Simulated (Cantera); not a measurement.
An adiabatic, constant-pressure homogeneous reactor starts with CH4 : CO : O2 : N2 = 1 : 0.1 : 2.41 : 26.5 (molar parts), equivalence ratio 0.85, at 1798 K and 7.60 atm. Integrator tolerance rtol = 1e-08.

Model: GRI-Mech 3.0 (53 species, 325 reactions), integrated in Cantera.

| quantity | before | after |
|---|---|---|
| time of steepest temperature rise | 42.7 µs | 0.188 ms |
| temperature at 2.00 s | 2466 K | 2427 K |
| equilibrium temperature | 2466 K | 2427 K |
| x(CH4) at 2.00 s | <1e-12 (gas-phase equilibrium <1e-12) | <1e-12 (gas-phase equilibrium <1e-12) |
| x(CO) at 2.00 s | 0.00354 (gas-phase equilibrium 0.00354) | 0.00621 (gas-phase equilibrium 0.00621) |
| x(O2) at 2.00 s | 0.0108 (gas-phase equilibrium 0.0108) | 0.0122 (gas-phase equilibrium 0.0122) |
| x(NO) at 2.00 s | 0.00520 (gas-phase equilibrium 0.00520) | 0.00513 (gas-phase equilibrium 0.00513) |
| x(CH2) at 2.00 s | <1e-12 (gas-phase equilibrium <1e-12) | <1e-12 (gas-phase equilibrium <1e-12) |
| x(HO2) at 2.00 s | 1.88e-6 (gas-phase equilibrium 1.88e-6) | 1.14e-6 (gas-phase equilibrium 1.14e-6) |
| x(CH2CO) at 2.00 s | <1e-12 (gas-phase equilibrium <1e-12) | <1e-12 (gas-phase equilibrium <1e-12) |

Problem. Name the change that produced these shifts.
(A) initial temperature 1798 to 1100 K
(B) pressure from 7.60 atm to 1.18 atm
(C) initial temperature 1798 to 1025 K
(D) constant volume in place of constant pressure

Solution. B, pressure from 7.60 atm to 1.18 atm
